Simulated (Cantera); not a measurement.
A perfectly stirred reactor is fed with 4.99 % NO, 94.8 % N2, 0.254 % H2O, at 6500 Pa; it is held at 1975 K, and followed from long to short residence time.

Model: GRI-Mech 3.0 (53 species, 325 reactions), integrated in Cantera.

x: mole fraction; the columns are a selection and need not sum to one.

```json
[
 {"τ (s)": "2.1", "x NO": "0.0464", "x N2": "0.949", "x NO2": "1.90e-6", "x O": "9.02e-5", "x N2O": "7.18e-7", "x O2": "0.00167"},
 {"τ (s)": "0.66", "x NO": "0.0489", "x N2": "0.948", "x NO2": "1.15e-6", "x O": "4.66e-5", "x N2O": "7.66e-7", "x O2": "0.000507"},
 {"τ (s)": "0.21", "x NO": "0.0496", "x N2": "0.948", "x NO2": "8.12e-7", "x O": "1.89e-5", "x N2O": "8.34e-7", "x O2": "0.000153"},
 {"τ (s)": "0.065", "x NO": "0.0498", "x N2": "0.948", "x NO2": "7.66e-7", "x O": "?", "x N2O": "?", "x O2": "?"},
 {"τ (s)": "0.020", "x NO": "0.0499", "x N2": "0.948", "x NO2": "?", "x O": "?", "x N2O": "?", "x O2": "?"},
 {"τ (s)": "0.0064", "x NO": "0.0499", "x N2": "0.948", "x NO2": "9.25e-8", "x O": "3.99e-7", "x N2O": "5.32e-7", "x O2": "4.65e-8"},
 {"τ (s)": "0.0020", "x NO": "0.0499", "x N2": "0.948", "x NO2": "1.35e-8", "x O": "1.73e-7", "x N2O": "2.45e-7", "x O2": "2.35e-9"},
 {"τ (s)": "0.00064", "x NO": "0.0499", "x N2": "0.948", "x NO2": "1.71e-9", "x O": "7.66e-8", "x N2O": "9.19e-8", "x O2": "2.34e-10"},
 {"τ (s)": "0.00020", "x NO": "0.0499", "x N2": "0.948", "x NO2": "1.75e-10", "x O": "2.84e-8", "x N2O": "3.04e-8", "x O2": "2.51e-11"}
]
```

**Question.** Some entries are withheld; supply them.

**Answer.** 
- 0.065, x O: 5.73e-6
- 0.065, x N2O: 9.35e-7
- 0.065, x O2: 3.68e-5
- 0.020, x NO2: 5.12e-7
- 0.020, x O: 1.84e-6
- 0.020, x N2O: 8.25e-7
- 0.020, x O2: 2.84e-6
